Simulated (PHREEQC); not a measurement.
Consider water at 25 °C with 16 mmol/kgw NH4HF2. Closed to the air; pH follows from the charge balance.

All values are PHREEQC results (ion-association model, wateq4f.dat), not measurements.

```tsv
quantity	before	after
pH	3.19	3.22
HF2- (mol/kgw)	0.000826	0.000223
```

### Question
Which change was made?
A) NH4HF2 from 0.016 to 0.16 mol/kgw
B) NH4HF2 from 0.016 to 0.008 mol/kgw
C) NH4HF2 replaced by KF at the same molality
D) 0.026 mol/kgw HBr added
E) 0.002 mol/kgw Ba(OH)2 added

### Answer
B, NH4HF2 from 0.016 to 0.008 mol/kgw

Precipitation was switched off in this run.
